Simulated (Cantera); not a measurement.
## Diamond growth

A diamond (100) surface in a fixed gas of H2 with x(CH4) = 0.0054, x(H) = 0.001, at 1300 K, 120 Torr; coverages are run to steady state.

Model: the Harris–Goodwin 1993 mechanism for the reconstructed diamond (100) surface, integrated in Cantera.

```json
[
 {"x(CH3)": "1e-06", "growth (µm/h)": "0.0207", "θ c6HH": "0.426", "θ c6H*": "0.0467", "θ c6*H": "0.498", "θ c6**": "0.0288", "θ c6HM": "6.29e-6"},
 {"x(CH3)": "2.3e-06", "growth (µm/h)": "0.0476", "θ c6HH": "0.426", "θ c6H*": "0.0467", "θ c6*H": "0.498", "θ c6**": "0.0288", "θ c6HM": "1.45e-5"},
 {"x(CH3)": "5.3e-06", "growth (µm/h)": "0.110", "θ c6HH": "0.426", "θ c6H*": "0.0466", "θ c6*H": "0.498", "θ c6**": "0.0288", "θ c6HM": "3.33e-5"},
 {"x(CH3)": "1.2e-05", "growth (µm/h)": "0.248", "θ c6HH": "0.426", "θ c6H*": "0.0466", "θ c6*H": "0.498", "θ c6**": "0.0288", "θ c6HM": "7.54e-5"},
 {"x(CH3)": "2.8e-05", "growth (µm/h)": "0.578", "θ c6HH": "0.426", "θ c6H*": "0.0466", "θ c6*H": "0.498", "θ c6**": "0.0287", "θ c6HM": "0.000176"},
 {"x(CH3)": "6.4e-05", "growth (µm/h)": "1.31", "θ c6HH": "0.426", "θ c6H*": "0.0466", "θ c6*H": "0.498", "θ c6**": "0.0285", "θ c6HM": "0.000401"},
 {"x(CH3)": "0.00015", "growth (µm/h)": "3.04", "θ c6HH": "0.425", "θ c6H*": "0.0465", "θ c6*H": "0.497", "θ c6**": "0.0281", "θ c6HM": "0.000934"},
 {"x(CH3)": "0.00034", "growth (µm/h)": "6.73", "θ c6HH": "0.424", "θ c6H*": "0.0464", "θ c6*H": "0.495", "θ c6**": "0.0273", "θ c6HM": "0.00209"},
 {"x(CH3)": "0.00077", "growth (µm/h)": "14.4", "θ c6HH": "0.422", "θ c6H*": "0.0460", "θ c6*H": "0.491", "θ c6**": "0.0255", "θ c6HM": "0.00462"}
]
```
θ: site fractions in the mechanism's names (c6HH fully hydrogenated, c6H* and c6*H radical sites, c6** diradical, c6HM methylated).
